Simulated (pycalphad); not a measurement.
Source of the numbers: pycalphad with the COST 507 light-alloy database (1999); pressure 1 atm. These are 1990s assessments: newer ones move some temperatures and phases. Kinetics are ignored, which matters at the lower temperatures.

**Ti-33.85C (wt.%): equilibrium cooling sequence**

```tsv
T (K)	phases above	phases below
3191.3	liquid	graphite + liquid
3044.1	graphite + liquid	fcc + graphite
```

Changes were sought between steps of 100 K, so a narrower field can be missed.

The fcc model also describes the rock-salt carbide or nitride (TiC, TiN, HfC).
